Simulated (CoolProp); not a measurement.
Computed with CoolProp (reference Helmholtz-energy equation of state, Leachman 2009).

Problem. For normal hydrogen, give the phase and the speed of sound (m/s), viscosity (µPa s) at 80.3 K and 2.34 MPa; 120.1 K and 2.34 MPa.

Solution. 
- 80.3 K and 2.34 MPa: supercritical; speed of sound 752, viscosity 3.71
- 120.1 K and 2.34 MPa: supercritical; speed of sound 896, viscosity 4.82

Viscosity comes from a separate model (Muzny 2013).
